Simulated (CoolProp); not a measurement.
Chloromethane (R40) along the isobar 13.1 MPa: Z from the reference equation and from simpler models built on Tc = 145.5 °C, pc = 6.929 MPa, ω = 0.150; each cubic takes its own stable root.

Values from CoolProp's reference Helmholtz-energy equation of state, Thol 2014.

```json
[
 {"T (°C)": "124.85", "phase": "liquid", "reference": "0.2784", "van der Waals": "0.4059", "Soave-Redlich-Kwong": "0.3135", "Peng-Robinson": "0.2800"},
 {"T (°C)": "135.05", "phase": "liquid", "reference": "0.2838", "van der Waals": "0.4078", "Soave-Redlich-Kwong": "0.3226", "Peng-Robinson": "0.2890"},
 {"T (°C)": "145.25", "phase": "liquid", "reference": "0.2918", "van der Waals": "…", "Soave-Redlich-Kwong": "0.3351", "Peng-Robinson": "0.3015"},
 {"T (°C)": "155.45", "phase": "supercritical", "reference": "0.3037", "van der Waals": "0.4164", "Soave-Redlich-Kwong": "…", "Peng-Robinson": "0.3187"},
 {"T (°C)": "165.65", "phase": "supercritical", "reference": "0.3217", "van der Waals": "0.4238", "Soave-Redlich-Kwong": "0.3758", "Peng-Robinson": "0.3426"},
 {"T (°C)": "175.85", "phase": "supercritical", "reference": "0.3493", "van der Waals": "0.4339", "Soave-Redlich-Kwong": "…", "Peng-Robinson": "0.3753"},
 {"T (°C)": "186.05", "phase": "supercritical", "reference": "0.3895", "van der Waals": "…", "Soave-Redlich-Kwong": "0.4503", "Peng-Robinson": "0.4178"},
 {"T (°C)": "196.25", "phase": "supercritical", "reference": "0.4403", "van der Waals": "0.4648", "Soave-Redlich-Kwong": "0.4994", "Peng-Robinson": "0.4666"},
 {"T (°C)": "206.45", "phase": "supercritical", "reference": "0.4941", "van der Waals": "0.4870", "Soave-Redlich-Kwong": "0.5493", "Peng-Robinson": "0.5155"},
 {"T (°C)": "216.65", "phase": "supercritical", "reference": "0.5440", "van der Waals": "…", "Soave-Redlich-Kwong": "0.5953", "Peng-Robinson": "0.5604"},
 {"T (°C)": "226.85", "phase": "supercritical", "reference": "…", "van der Waals": "0.5438", "Soave-Redlich-Kwong": "0.6358", "Peng-Robinson": "0.6002"}
]
```

Q: What belongs in the gaps?

A: 
- 145.25, van der Waals: 0.4112
- 155.45, Soave-Redlich-Kwong: 0.3523
- 175.85, Soave-Redlich-Kwong: 0.4081
- 186.05, van der Waals: 0.4473
- 216.65, van der Waals: 0.5138
- 226.85, reference: 0.5880
